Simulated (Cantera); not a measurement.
A closed system holds: 1 mol SiCl4, 4.3 mol N2O, 3.3 mol N2, held at 1152 °C and 20000 Pa.

Method: chemical equilibrium by Gibbs-energy minimisation in Cantera with the NASA 1993 tables (ideal gas, pure condensed phases). Candidate condensed phases: Si, SiO2, Si2N2O, Si3N4; 23 gas species. The tables hold silica as quartz up to 1696 K and as liquid above; real silica turns to tridymite and cristobalite and melts near 1996 K. The numbers say what is thermodynamically allowed, not how fast it happens.

Base state: N2 0.696, Cl2 0.167, O2 0.105, Cl 0.0314, NO 0.000552, ClO 0.000124 (mole fractions); condensed: SiO2(β-quartz).

Problem. What changes in the equilibrium state with this change: temperature from 1152 °C to 1052 °C?

Solution. 
```csv
species,before,after
N2,0.696,0.702
Cl2,0.167,0.177
O2,0.105,0.106
Cl,0.0314,0.0145
ClO,0.000124,6.69e-5
NO,0.000552,0.000311
"SiO2(β-quartz), mol",1.000,1.00
```

Problem. What changes in the equilibrium state with this change: N2O from 4.3 to 0.94 mol?

Solution. 
```json
[
 {"species": "N2", "before": "0.696", "after": "0.732"},
 {"species": "Cl2", "before": "0.167", "after": "0.147"},
 {"species": "SiCl4", "before": "6.79e-8", "after": "0.0914"},
 {"species": "O2", "before": "0.105", "after": "6.05e-8"},
 {"species": "Cl", "before": "0.0314", "after": "0.0295"},
 {"species": "ClO", "before": "0.000124", "after": "8.82e-8"},
 {"species": "NO", "before": "0.000552", "after": "4.30e-7"},
 {"species": "SiO2(β-quartz), mol", "before": "1.000", "after": "0.470"}
]
```
